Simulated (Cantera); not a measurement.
SiCl4 + NH3 + N2 (silicon nitride deposition)

Charge: 1 mol SiCl4, 4.2 mol NH3, 4.5 mol N2, at 0.0130 bar.

Equilibrium computed with Cantera from the NASA thermochemical tables; the gas is ideal and each condensed phase is pure. Candidate condensed phases: NH4Cl, Si, Si3N4; 28 gas species. The tables' values for SiCl3, SiCl are old estimates; treat these amounts as uncertain. Kinetics and transport are ignored.

From 798 K to 1548 K the condensed part is Si3N4(s). At 1698 K nothing is condensed. The main Si-bearing gas is SiCl4 at 798 K and SiCl2 at 1698 K. The share of Si in condensed phases is highest at 1248 K (94.2 %) and lowest at 1698 K (0.0 %).

```tsv
T (K)	x N2	x H2	x HCl	x SiCl2	x SiCl4	x SiCl3	x H	x Cl	n Si3N4(s)
798	0.426	0.325	0.238	1.86e-10	0.0109	1.34e-7	1.33e-11	1.01e-11	0.282
948	0.422	0.316	0.255	1.25e-7	0.00663	4.96e-6	2.59e-9	1.99e-9	0.302
1098	0.421	0.312	0.263	1.35e-5	0.00439	6.50e-5	1.21e-7	9.18e-8	0.312
1248	0.420	0.310	0.266	0.000450	0.00305	0.000436	2.28e-6	1.68e-6	0.314
1398	0.422	0.313	0.255	0.00612	0.00180	0.00161	2.32e-5	1.56e-5	0.287
1548	0.431	0.332	0.203	0.0315	0.000485	0.00234	0.000156	7.59e-5	0.166
1698	0.443	0.356	0.133	0.0656	5.51e-5	0.00135	0.000757	0.000219	0
```
x: gas mole fraction; n: condensed amount in mol.
